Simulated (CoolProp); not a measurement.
Saturated liquid density (kg/m³) of C3F8 (R218): the reference equation beside estimates from Tc = 345.0 K, pc = 2.640 MPa, ω = 0.317. Rackett uses Z = 0.29056 − 0.08775 ω.

Values from CoolProp's reference Helmholtz-energy equation of state, Lemmon 2006. It is a short technical equation, of lower accuracy than the large ones.

| T (K) | reference | Rackett | van der Waals | Redlich-Kwong | Soave-Redlich-Kwong | Peng-Robinson |
|---|---|---|---|---|---|---|
| 255.6 | 1533 | 1634 | 951.1 | 1367 | 1443 | 1636 |
| 259.2 | 1518 | 1617 | 941.3 | 1349 | 1426 | 1617 |
| 262.8 | 1502 | 1600 | 931.2 | 1331 | 1409 | 1597 |
| 266.3 | 1486 | 1582 | 921.1 | 1313 | 1391 | 1578 |
| 269.9 | 1470 | 1564 | 910.5 | 1294 | 1372 | 1556 |
| 273.4 | 1453 | 1546 | 899.9 | 1275 | 1353 | 1535 |
| 277 | 1436 | 1526 | 888.8 | 1255 | 1333 | 1512 |
| 280.6 | 1418 | 1507 | 877.3 | 1234 | 1312 | 1489 |
| 284.1 | 1401 | 1487 | 865.8 | 1213 | 1290 | 1465 |
| 287.7 | 1382 | 1466 | 853.6 | 1191 | 1268 | 1439 |
| 291.2 | 1363 | 1446 | 841.3 | 1169 | 1245 | 1413 |
| 294.8 | 1343 | 1424 | 828.3 | 1146 | 1220 | 1385 |
| 298.4 | 1322 | 1401 | 814.8 | 1121 | 1195 | 1356 |
| 301.9 | 1301 | 1378 | 801.1 | 1097 | 1169 | 1326 |

Absolute difference from the reference over all 14 rows, mean and median: Rackett 6.3 and 6.3 %, van der Waals 38.2 and 38.1 %, Redlich-Kwong 13.0 and 12.8 %, Soave-Redlich-Kwong 7.6 and 7.3 %, Peng-Robinson 4.8 and 5.1 %.
